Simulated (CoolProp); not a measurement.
A simple Rankine cycle with R152A: condensing at 314.15 K, boiler at 2.94 MPa, turbine inlet 379.2 K, turbine efficiency 0.7, pump efficiency 0.7, no recuperator. Each further row changes one setting.

Model: reference Helmholtz-energy equation of state, Outcalt 1996, in CoolProp. It is a modified Benedict-Webb-Rubin equation, recast in Helmholtz form.

```
case                             thermal efficiency (%)  net work (kJ/kg)  heat in (kJ/kg)  turbine exit temperature (K)  volume ratio over the turbine
-------------------------------  ----------------------  ----------------  ---------------  ----------------------------  -----------------------------
as stated                                           7.7              23.1              298                         326.3                           3.37
turbine inlet 399.2 K                               8.1              27.0              334                         350.5                           3.25
condensing temperature 306.15 K                     8.9              27.9              313                         318.3                           4.19
boiler pressure 2.06 MPa                            5.9              19.0              321                         347.0                           2.23
turbine efficiency 0.6                              6.5              19.3              298                         329.1                           3.42
```
